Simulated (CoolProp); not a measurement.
A closed Brayton cycle with dry air: compressor inlet 314.15 K and 5.8 MPa, high pressure 11.9 MPa, turbine inlet 985 K, compressor efficiency 0.8, turbine efficiency 0.93, recuperator effectiveness 0.9 (on enthalpy, no pinch check). Each further row changes one setting.

Computed with CoolProp (reference Helmholtz-energy equation of state, Lemmon 2000). It is a pseudo-pure fit of the blend.

| case | thermal efficiency (%) | net work (kJ/kg) | compressor to turbine work | compressor exit (K) | turbine exit (K) |
|---|---|---|---|---|---|
| as stated | ___ | 86.2 | 0.51 | 404.2 | 831.0 |
| turbine inlet 935 K | 36.0 | ___ | 0.54 | 404.2 | 787.5 |
| compressor inlet 324.15 K | 36.7 | 83.1 | ___ | ___ | 831.0 |
| high pressure 10.1 MPa | 36.3 | ___ | ___ | 382.0 | ___ |
| recuperator effectiveness 0.5 | ___ | 86.2 | 0.51 | 404.2 | 831.0 |

Problem. What belongs in the gaps?

Solution. 
- as stated, thermal efficiency (%): 37.8
- turbine inlet 935 K, net work (kJ/kg): 77.2
- compressor inlet 324.15 K, compressor to turbine work: 0.53
- compressor inlet 324.15 K, compressor exit (K): 417.0
- high pressure 10.1 MPa, net work (kJ/kg): 71.1
- high pressure 10.1 MPa, compressor to turbine work: 0.49
- high pressure 10.1 MPa, turbine exit (K): 864.0
- recuperator effectiveness 0.5, thermal efficiency (%): 20.9
